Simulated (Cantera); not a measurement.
**Metals in furnace atmospheres: Fe + O₂ + H₂**

Input: 1 mol Fe, 0.26 mol O₂, 61 mol H₂, at 1348 K and 0.450 bar.

Method: chemical equilibrium by Gibbs-energy minimisation in Cantera with the NASA 1993 tables (ideal gas, pure condensed phases). Candidate condensed phases: Fe, FeO, Fe(OH)₂, Fe(OH)₃, Fe₂O₃, Fe₃O₄, H₂O; 12 gas species. Rates play no part.

| Property | Value |
|---|---|
| x(H₂) | 0.991 |
| x(H₂O) | 0.00852 |
| x(H) | 3.43e-6 |
| n(Fe(γ)) | 1.000 mol |
| gas amount | 61.00 mol |
| log10 activity of Fe(OH)₂(s) (absent) | -9.44 |
| log10 activity of Fe(OH)₃(s) (absent) | -16.53 |
